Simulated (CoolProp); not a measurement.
A Linde-Hampson liquefier for dry air: isothermal reversible compression at 300 K from 1 atm to 40 MPa, throttling to 1 atm, return gas leaving the recuperator 0 K below the feed. Each further row changes one setting.

Computed with CoolProp (reference Helmholtz-energy equation of state, Lemmon 2000). It is a pseudo-pure fit of the blend.

```json
[
 {"case": "as stated", "liquid yield per pass": "0.105", "compression work (kJ/kg of gas)": "520"},
 {"case": "high pressure 80 MPa", "liquid yield per pass": "0.076", "compression work (kJ/kg of gas)": "604"},
 {"case": "warm-end temperature 330 K", "liquid yield per pass": "0.078", "compression work (kJ/kg of gas)": "576"},
 {"case": "warm-end gap 5 K", "liquid yield per pass": "0.095", "compression work (kJ/kg of gas)": "520"}
]
```
